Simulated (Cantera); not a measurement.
Feed: 1 mol HMDSO, 0.12 mol O₃, held at 0.100 bar.

Equilibrium computed with Cantera from the NASA thermochemical tables; the gas is ideal and each condensed phase is pure. Candidate condensed phases: C, C₆H₆, C₇H₈, C₈H₁₈, H₂O, Si, SiC, SiO₂; 123 gas species. The feed counts by its element totals alone. Mutual solubility and eutectic melting of coexisting phases are not modelled. The tables hold silica as quartz up to 1696 K and as liquid above; real silica turns to tridymite and cristobalite and melts near 1996 K. The numbers say what is thermodynamically allowed, not how fast it happens.

x: gas mole fraction; n: condensed amount in mol.

```tsv
T (°C)	x H₂	x CH₄	x CO	x H	x SiO	n C(graphite)	n SiC(s)	n SiO₂(α-quartz)	n SiO₂(β-quartz)
475	0.792	0.208	5.22e-12	<1e-12	<1e-12	3.13	1.32	0.680	0
575	0.943	0.0570	1.75e-9	5.84e-11	<1e-12	4.19	1.32	0	0.680
675	0.983	0.0166	1.68e-7	1.64e-9	…	4.53	1.32	0	0.680
775	0.994	0.00577	6.66e-6	2.44e-8	…	4.63	1.32	0	0.680
875	0.997	0.00237	0.000138	2.26e-7	…	4.66	1.32	0	0.679
975	0.997	0.00111	0.00174	1.47e-6	…	4.65	1.33	0	0.672
1075	0.984	0.000565	0.0150	7.26e-6	…	4.47	1.39	0	0.611
1175	0.904	0.000273	0.0954	2.77e-5	…	3.25	1.79	0	0.205
1275	0.868	0.000155	0.131	9.07e-5	…	2.64	2.00	0	0
1375	0.868	0.000101	0.131	0.000262	…	2.65	2.00	0	0
1475	0.868	6.93e-5	0.131	0.000673	…	2.65	1.99	0	0
```

Q: Fill in the missing entries.

A: 
- 675, x SiO: 8.16e-12
- 775, x SiO: 8.50e-10
- 875, x SiO: 3.89e-8
- 975, x SiO: 9.56e-7
- 1075, x SiO: 1.45e-5
- 1175, x SiO: 0.000149
- 1275, x SiO: 0.000312
- 1375, x SiO: 0.000450
- 1475, x SiO: 0.000622
